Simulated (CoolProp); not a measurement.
R410A along the isotherm 313.4 K: Z from the reference equation and from simpler models built on Tc = 344.5 K, pc = 49.01 bar, ω = 0.296; each cubic takes its own stable root.

Model: reference Helmholtz-energy equation of state, Lemmon 2003, in CoolProp. It is a pseudo-pure fit of the blend.

```
p (bar)   phase  reference  van der Waals  Redlich-Kwong
-------  ------  ---------  -------------  -------------
44.6     liquid     0.1237         0.2179         0.1628
66.8     liquid     0.1808         0.3061         0.2318
89.1     liquid     0.2365         0.3921         0.2979
111      liquid     0.2900         0.4742         0.3605
134      liquid     0.3450         0.5586         0.4245
156      liquid     0.3967         0.6378         0.4843
178      liquid     0.4476         0.7158         0.5429
201      liquid     0.5001         0.7962         0.6030
223      liquid     0.5497         0.8721         0.6597
245      liquid     0.5988         0.9473         0.7156
```
